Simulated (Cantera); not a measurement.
A closed system holds: 1 mol Si2Cl6, a varied amount of N2, at 6000 Pa.

These are equilibrium values from Cantera (NASA tables, ideal gas, pure condensed phases), not measurements of a reactor. Candidate condensed phases: Si, Si3N4; 13 gas species. The feed counts by its element totals alone. N2 is the only nitrogen source here; it is nearly inert below about 1500 K, so the nitride shown seldom forms there in practice. The tables' values for SiCl3 are old estimates. Kinetics and transport are ignored.

### Question
What condenses at these points (T in K, n(N2) in mol): (1573, 93); (1423, 36); (1373, 49); (1473, 130); (1073, 19)?

### Answer
```json
[
 {"T (K)": "1573", "n(N2) in mol": "93", "condensed phases": "gas only", "Si condensed (%)": "0.0"},
 {"T (K)": "1423", "n(N2) in mol": "36", "condensed phases": "Si3N4", "Si condensed (%)": "13.7"},
 {"T (K)": "1373", "n(N2) in mol": "49", "condensed phases": "Si3N4", "Si condensed (%)": "18.5"},
 {"T (K)": "1473", "n(N2) in mol": "130", "condensed phases": "gas only", "Si condensed (%)": "0.0"},
 {"T (K)": "1073", "n(N2) in mol": "19", "condensed phases": "Si3N4", "Si condensed (%)": "25.0"}
]
```
